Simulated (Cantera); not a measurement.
A closed system holds: 1 mol MgO, 7.1 mol CO, 4.8 mol H₂, at 1575 K and 1.70 bar.

These are equilibrium values from Cantera (NASA tables, ideal gas, pure condensed phases), not measurements of a reactor. Candidate condensed phases: C, C₆H₆, C₇H₈, C₈H₁₈, H₂O, Mg, MgCO₃, MgO, Mg(OH)₂; 116 gas species. The numbers say what is thermodynamically allowed, not how fast it happens.

Base state: CO 0.596, H₂ 0.402, CH₄ 0.000501, H₂O 0.000419, CO₂ 0.000214, H 2.02e-5 (mole fractions); condensed: C(graphite) + MgO(s).

Task: What changes in the equilibrium state with this change: temperature from 1575 K to 1325 K?

Result: 
```csv
species,before,after
CO,0.596,0.593
H₂,0.402,0.400
H₂O,0.000419,0.00290
H,2.02e-5,7.93e-7
CO₂,0.000214,0.00231
"C(graphite), mol",0.00130,0.0400
"MgO(s), mol",1.000,1.00
```
